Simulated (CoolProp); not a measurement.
A simple Rankine cycle with propyne: condensing at 309.15 K, boiler at 3.1 MPa, turbine inlet 384.3 K, turbine efficiency 0.6, pump efficiency 0.7, no recuperator. Each further row changes one setting.

Computed with CoolProp (reference Helmholtz-energy equation of state, Polt 1992). This equation is an older, rougher fit; its heat capacities, sound speeds and derivatives of the liquid may be far off and weren't checked against measurements.

```json
[
 {"case": "as stated", "thermal efficiency (%)": "7.9", "net work (kJ/kg)": "41.2", "heat in (kJ/kg)": "522", "turbine exit temperature (K)": "325.1", "volume ratio over the turbine": "4.10"},
 {"case": "turbine inlet 404.3 K", "thermal efficiency (%)": "8.2", "net work (kJ/kg)": "47.0", "heat in (kJ/kg)": "573", "turbine exit temperature (K)": "349.7", "volume ratio over the turbine": "3.98"},
 {"case": "condensing temperature 301.15 K", "thermal efficiency (%)": "8.9", "net work (kJ/kg)": "48.2", "heat in (kJ/kg)": "540", "turbine exit temperature (K)": "317.9", "volume ratio over the turbine": "5.09"},
 {"case": "boiler pressure 2.17 MPa", "thermal efficiency (%)": "6.4", "net work (kJ/kg)": "35.4", "heat in (kJ/kg)": "554", "turbine exit temperature (K)": "345.7", "volume ratio over the turbine": "2.74"},
 {"case": "turbine efficiency 0.5", "thermal efficiency (%)": "6.4", "net work (kJ/kg)": "33.4", "heat in (kJ/kg)": "522", "turbine exit temperature (K)": "329.3", "volume ratio over the turbine": "4.17"}
]
```
